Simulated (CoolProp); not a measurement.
A single-stage vapour-compression cycle with isobutene: evaporating at 293.15 K (dew point), condensing at 317.15 K (bubble point), superheat 2 K, subcooling 2 K, compressor efficiency 0.6, no pressure losses. Each further row changes one setting.

Computed with CoolProp (reference Helmholtz-energy equation of state, Lemmon 2005). It is a short technical equation, of lower accuracy than the large ones.

| case | cooling COP | pressure ratio | discharge temperature (K) | refrigerating effect (kJ/kg) | volumetric capacity (kJ/m³) |
|---|---|---|---|---|---|
| as stated | 6.68 | 2.00 | 327.9 | 315 | 2040 |
| evaporating temperature 298.15 K | 8.74 | 1.71 | 325.8 | 321 | ___ |
| condensing temperature 312.15 K | 8.63 | 1.75 | 321.5 | 327 | 2120 |
| subcooling 7 K | 6.94 | 2.00 | 327.9 | 327 | 2120 |
| superheat 12 K | 6.73 | 2.00 | ___ | 332 | 2060 |
| compressor efficiency 0.5 | 5.56 | 2.00 | ___ | 315 | 2040 |

Problem. Some entries are withheld; supply them.

Solution. 
- evaporating temperature 298.15 K, volumetric capacity (kJ/m³): 2410
- superheat 12 K, discharge temperature (K): 338.1
- compressor efficiency 0.5, discharge temperature (K): 332.8
